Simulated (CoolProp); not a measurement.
The numbers come from the reference Helmholtz-energy equation of state, Gao 2016 in CoolProp.

Task: Give the vapour pressure (bar), liquid density (kg/m³), enthalpy of vaporisation (kJ/kg), surface tension (mN/m) of saturated sulfur dioxide at 30.45, 55.05, 67.35 °C.

Result: 
```json
[
 {"T (°C)": "30.45", "p (bar)": "4.69", "liquid density (kg/m³)": "1350", "enthalpy of vaporisation (kJ/kg)": "351", "surface tension (mN/m)": "20.6"},
 {"T (°C)": "55.05", "p (bar)": "9.66", "liquid density (kg/m³)": "1280", "enthalpy of vaporisation (kJ/kg)": "323", "surface tension (mN/m)": "15.9"},
 {"T (°C)": "67.35", "p (bar)": "13.3", "liquid density (kg/m³)": "1240", "enthalpy of vaporisation (kJ/kg)": "307", "surface tension (mN/m)": "13.6"}
]
```

Surface tension comes from a separate correlation (Mulero 2012).
